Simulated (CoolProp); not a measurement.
Nitrogen at several states: fugacity coefficient from the reference equation and from simpler models built on Tc = 126.2 K, pc = 3396 kPa, ω = 0.037; each cubic takes its own stable root.

Computed with CoolProp (reference Helmholtz-energy equation of state, Span 2000).

| T (K) | p (kPa) | phase | reference | van der Waals | Redlich-Kwong | Soave-Redlich-Kwong | Peng-Robinson |
|---|---|---|---|---|---|---|---|
| 139.3 | 311 | gas | 0.9776 | 0.9787 | 0.9767 | 0.9769 | 0.9738 |
| 143.4 | 743 | gas | ? | ? | 0.9494 | 0.9500 | 0.9430 |
| 984.1 | 809 | gas | 1.003 | 1.002 | 1.002 | 1.003 | 1.002 |
| 325.1 | 1270 | gas | 1.000 | 0.9945 | 0.9977 | 1.002 | 0.9975 |
| 471.8 | 17300 | supercritical | ? | ? | ? | ? | 1.057 |
| 414.4 | 8080 | supercritical | ? | 1.002 | ? | 1.036 | 1.018 |

Problem. Some entries are withheld; supply them.

Solution. 
- 143.4, reference: 0.9513
- 143.4, van der Waals: 0.9529
- 471.8, reference: 1.077
- 471.8, van der Waals: 1.032
- 471.8, Redlich-Kwong: 1.049
- 471.8, Soave-Redlich-Kwong: 1.089
- 414.4, reference: 1.028
- 414.4, Redlich-Kwong: 1.014
